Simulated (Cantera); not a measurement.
Charge: 1 mol SiO2, 1.4 mol Al2O3, 20 mol H2, equilibrated at 1900 K and 4.10 bar.

Cantera equilibrium calculation (NASA polynomials, part measured and part estimated; ideal gas, pure solids and liquids). Mutual solubility and eutectic melting of coexisting phases are not modelled. The tables hold silica as quartz up to 1696 K and as liquid above; real silica turns to tridymite and cristobalite and melts near 1996 K. Condensed phases not in the tables: alloys, solid solutions and most ternary compounds. Rates play no part.

| species | before | after |
|---|---|---|
| H2 | 0.996 | 0.896 |
| SiO | 0.00183 | 0.0474 |
| H2O | 0.00183 | 0.0473 |
| AlOH | 9.94e-8 | 2.48e-5 |
| OH | 5.92e-8 | 9.69e-5 |
| SiO2 | 1.01e-8 | 1.64e-5 |
| H | 0.000391 | 0.00939 |
| Al6Si2O13(mullite), mol | 0.467 | 0 |
| SiO2(condensed), mol | 0.0299 | 0 |
| Al2O3(l), mol | 0 | 1.40 |
Gas species are given as mole fractions.

Problem. What was changed between the two runs?
A) pressure from 4.10 bar to 7.50 bar
B) temperature from 1900 K to 1000 K
C) temperature from 1900 K to 2450 K
D) temperature from 1900 K to 1048.15 K

Solution. C, temperature from 1900 K to 2450 K. The tables' values for AlOH, SiO2 are old estimates; treat these amounts as uncertain. Gases not in the tables: Al(OH)3
